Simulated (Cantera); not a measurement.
Silicon oxide and oxynitride deposition: HMDSO + CO2

Feed: 1 mol HMDSO, 0.54 mol CO2, held at 13300 Pa.

Equilibrium computed with Cantera from the NASA thermochemical tables; the gas is ideal and each condensed phase is pure. Candidate condensed phases: C, C6H6, C7H8, C8H18, H2O, Si, SiC, SiO2; 123 gas species. The feed counts by its element totals alone. Mutual solubility and eutectic melting of coexisting phases are not modelled. The tables hold silica as quartz up to 1696 K and as liquid above; real silica turns to tridymite and cristobalite and melts near 1996 K. Equilibrium is a limit: real reactors are often held back by kinetics, nucleation or transport.

| T (K) | log p H2 | log p CH4 | log p CO | log p SiO | log p H | log p C2H2 (acetylene) | n C(graphite) | n SiC(s) | n SiO2(α-quartz) | n SiO2(β-quartz) |
|---|---|---|---|---|---|---|---|---|---|---|
| 650 | -1.26 | -1.11 | <-12 | <-12 | <-12 | <-12 | 2.25 | 0.960 | 1.04 | 0 |
| 750 | -1.00 | -1.49 | -12.22 | <-12 | <-12 | <-12 | 3.82 | 0.960 | 1.04 | 0 |
| 850 | -0.91 | -2.02 | -9.71 | <-12 | -11.14 | -11.93 | 4.98 | 0.960 | 0 | 1.04 |
| 950 | -0.88 | -2.54 | -7.74 | -12.04 | -9.70 | -10.45 | 5.39 | 0.960 | 0 | 1.04 |
| 1050 | -0.88 | -3.00 | -6.15 | -10.03 | -8.53 | -9.26 | 5.51 | 0.960 | 0 | 1.04 |
| 1150 | -0.88 | -3.38 | -4.84 | -8.38 | -7.57 | -8.29 | 5.55 | 0.960 | 0 | 1.04 |
| 1250 | -0.88 | -3.71 | -3.74 | -6.99 | -6.75 | -7.48 | 5.55 | 0.966 | 0 | 1.03 |
| 1350 | -0.88 | -4.00 | -2.81 | -5.82 | -6.06 | -6.79 | 5.41 | 1.01 | 0 | 0.987 |
| 1450 | -0.91 | -4.30 | -2.01 | -4.81 | -5.48 | -6.22 | 4.50 | 1.32 | 0 | 0.680 |
| 1550 | -0.97 | -4.62 | -1.60 | -4.22 | -4.98 | -5.76 | 2.47 | 2.00 | 0 | 0 |
| 1650 | -0.97 | -4.81 | -1.60 | -4.06 | -4.52 | -5.31 | 2.47 | 1.99 | 0 | 0 |
| 1750 | -0.97 | -4.97 | -1.60 | -3.92 | -4.12 | -4.91 | 2.48 | 1.99 | 0 | 0 |
log p: log10 of the partial pressure in bar; n: condensed amount in mol.

From 650 K to 750 K the condensed part is C(graphite) + SiC(s) + SiO2(α-quartz). From 850 K to 1450 K the condensed part is C(graphite) + SiC(s) + SiO2(β-quartz). From 1550 K to 1750 K the condensed part is C(graphite) + SiC(s).
